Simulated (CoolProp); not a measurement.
The fluid at 298.15 K and 0.0914 MPa is compressed adiabatically to 0.475 MPa with isentropic efficiency 0.7. The same conditions are run with several fluids, on thermodynamics alone (safety and materials aside).

Computed with CoolProp (reference Helmholtz-energy equation of state of each fluid (isobutene: Lemmon 2005; R507A: Lemmon 2003; sulfur hexafluoride: Guder 2009; R236EA: Rui 2013)). Blends and air are pseudo-pure fits.

```csv
fluid,work (kJ/kg),final temperature (K),final density (kg/m³)
isobutene,107,365.4,9.41
R507A,62.3,368.9,15.9
sulfur hexafluoride,42.0,359.4,23.9
R236EA,38.1,346.8,27.8
```
